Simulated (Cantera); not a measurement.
Charge: 1 mol Si, 0.61 mol HCl, 1.6 mol H2, at 22.0 bar.

Equilibrium computed with Cantera from the NASA thermochemical tables; the gas is ideal and each condensed phase is pure. Candidate condensed phases: Si; 19 gas species. The tables' values for SiCl3 are old estimates; treat these amounts as uncertain. The numbers say what is thermodynamically allowed, not how fast it happens. All values below are at 1048 K.

Base state: H2 0.903, SiHCl3 0.0498, SiCl4 0.0316, SiH2Cl2 0.00892, HCl 0.00587, SiH3Cl 0.000415, SiCl3 0.000350, SiCl2 7.10e-5 (mole fractions); condensed: Si(s).

### Question
What changes in the equilibrium state with this change: HCl from 0.61 to 1.9 mol?

### Answer
| species | before | after |
|---|---|---|
| H2 | 0.903 | 0.803 |
| SiHCl3 | 0.0498 | 0.0953 |
| SiCl4 | 0.0316 | 0.0813 |
| SiH2Cl2 | 0.00892 | 0.0127 |
| SiCl3 | 0.000350 | 0.000710 |
| SiCl2 | 7.10e-5 | 0.000114 |
| HCl | 0.00587 | 0.00700 |
| SiH3Cl | 0.000415 | 0.000441 |
| Si(s), mol | 0.815 | 0.440 |
